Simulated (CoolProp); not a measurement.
A single-stage vapour-compression cycle with R125: evaporating at 236.15 K (dew point), condensing at 293.15 K (bubble point), superheat 8 K, subcooling 5 K, compressor efficiency 0.85, no pressure losses. Each further row changes one setting.

The numbers come from the reference Helmholtz-energy equation of state, Lemmon 2005 in CoolProp.

```json
[
 {"case": "as stated", "cooling COP": "2.60", "pressure ratio": "7.11", "discharge temperature (K)": "309.9", "refrigerating effect (kJ/kg)": "100", "volumetric capacity (kJ/m³)": "1060"},
 {"case": "evaporating temperature 241.15 K", "cooling COP": "3.00", "pressure ratio": "5.74", "discharge temperature (K)": "308.6", "refrigerating effect (kJ/kg)": "103", "volumetric capacity (kJ/m³)": "1340"},
 {"case": "condensing temperature 288.15 K", "cooling COP": "2.98", "pressure ratio": "6.19", "discharge temperature (K)": "304.6", "refrigerating effect (kJ/kg)": "107", "volumetric capacity (kJ/m³)": "1130"},
 {"case": "subcooling 10 K", "cooling COP": "2.77", "pressure ratio": "7.11", "discharge temperature (K)": "309.9", "refrigerating effect (kJ/kg)": "107", "volumetric capacity (kJ/m³)": "1130"},
 {"case": "superheat 18 K", "cooling COP": "2.65", "pressure ratio": "7.11", "discharge temperature (K)": "319.8", "refrigerating effect (kJ/kg)": "108", "volumetric capacity (kJ/m³)": "1090"},
 {"case": "compressor efficiency 0.75", "cooling COP": "2.29", "pressure ratio": "7.11", "discharge temperature (K)": "315.3", "refrigerating effect (kJ/kg)": "100", "volumetric capacity (kJ/m³)": "1060"}
]
```
